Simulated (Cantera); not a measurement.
What does this Cantera script print?

```python
import numpy as np
import cantera as ct

gas = ct.Solution("SiF4_NH3_mec.yaml", "gas")
gas.TPX = 1925, 16000, {'NH3': 1, 'H2': 18}
reactor = ct.IdealGasConstPressureReactor(gas, energy="off", clone=False)
net = ct.ReactorNet([reactor])
net.rtol, net.atol = 1e-08, 1e-18
show = ['NH3', 'H2', 'NH', 'N2', 'N2H4', 'N2H2', 'N']
times = np.geomspace(0.0006, 1, 12)

steps = ct.SolutionArray(gas, extra=["t"])
rows = []
print(f"{'t/s':>10s}{'T/K':>9s}{'P/Pa':>11s}" + "".join(f"{s:>11s}" for s in show))
for t in times:
    while net.time < t:
        t_next = net.step()
        steps.append(gas.state, t=t_next)
    rows.append([np.interp(t, steps.t, y) for y in (steps.T, steps.P, *steps(*show).X.T)])
    print(f"{t:10.3e}{rows[-1][0]:9.1f}{rows[-1][1]:11.4g}" + "".join(f"{x:11.3e}" for x in rows[-1][2:]))
rate = np.gradient(steps.T, steps.t)
print("integrator steps:", len(steps.t))
if steps.T.max() > steps.T[0] + 200:
    print(f"time of steepest temperature rise: {steps.t[rate.argmax()]:.4e} s")
gas.TPX = 1925, 16000, {'NH3': 1, 'H2': 18}
gas.equilibrate("TP")
print(f"equilibrium (TP): T = {gas.T:.1f} K  " + "  ".join(f"{s} {gas[s].X[0]:.3e}" for s in show))
```

Result:

```
       t/s      T/K       P/Pa        NH3         H2         NH         N2       N2H4       N2H2          N
 6.000e-04   1925.0    1.6e+04  5.262e-02  9.473e-01  1.272e-08  4.196e-09  7.002e-12  1.476e-10  8.010e-11
 1.178e-03   1925.0    1.6e+04  5.261e-02  9.473e-01  4.891e-08  4.311e-08  2.686e-11  6.437e-10  6.056e-10
 2.312e-03   1925.0    1.6e+04  5.260e-02  9.472e-01  1.866e-07  4.260e-07  1.024e-10  2.997e-09  4.519e-09
 4.538e-03   1925.0    1.6e+04  5.256e-02  9.471e-01  6.871e-07  4.316e-06  3.767e-10  1.458e-08  3.191e-08
 8.907e-03   1925.0    1.6e+04  5.243e-02  9.469e-01  2.116e-06  4.207e-05  1.159e-09  6.077e-08  1.723e-07
 1.748e-02   1925.0    1.6e+04  5.192e-02  9.469e-01  3.709e-06  2.658e-04  2.014e-09  1.251e-07  4.014e-07
 3.432e-02   1925.0    1.6e+04  5.065e-02  9.475e-01  3.952e-06  8.668e-04  2.094e-09  1.335e-07  4.470e-07
 6.736e-02   1925.0    1.6e+04  4.822e-02  9.488e-01  3.893e-06  2.027e-03  1.962e-09  1.263e-07  4.479e-07
 1.322e-01   1925.0    1.6e+04  4.379e-02  9.511e-01  3.772e-06  4.134e-03  1.725e-09  1.131e-07  4.486e-07
 2.595e-01   1925.0    1.6e+04  3.630e-02  9.550e-01  3.548e-06  7.695e-03  1.343e-09  9.131e-08  4.497e-07
 5.095e-01   1925.0    1.6e+04  2.525e-02  9.607e-01  3.149e-06  1.295e-02  8.276e-10  6.044e-08  4.517e-07
 1.000e+00   1925.0    1.6e+04  1.250e-02  9.671e-01  2.489e-06  1.902e-02  3.224e-10  2.715e-08  4.517e-07
integrator steps: 645
equilibrium (TP): T = 1925.0 K  NH3 5.524e-07  H2 9.727e-01  NH 3.535e-10  N2 2.497e-02  N2H4 2.030e-18  N2H2 7.096e-15  N 1.153e-10
```

Computed with Cantera and the gas-phase N/H chemistry of the illustrative SiF4/NH3 mechanism in the Surface Chemkin manual (1991). Walls and surfaces, which speed up NH3 decomposition in real reactors, are not modelled.
